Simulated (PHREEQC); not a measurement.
## Brine

Consider water at 20 °C with 0.32 mol Na2SO4 and 1.1 mol KCl per kg of water. Closed to the air; pH follows from the charge balance.

Model: Pitzer model, pitzer.dat, run in PHREEQC.

```json
{
 "ionic_strength": "2.06 mol/kgw",
 "activity_of_water": "0.954",
 "density": "1.083 g/cm³",
 "osmotic_coefficient": "0.831"
}
```

```
species  molality  activity   log γ
-------  --------  --------  ------
Cl-          1.10     0.626  -0.245
K+           1.10     0.566  -0.288
Na+         0.640     0.362  -0.247
SO4-2       0.320    0.0147  -1.337
OH-       2.02e-7   1.26e-7  -0.207
HSO4-     1.34e-7   6.36e-8  -0.323
H+        6.83e-8   5.20e-8  -0.118
```

Precipitation was switched off in this run.
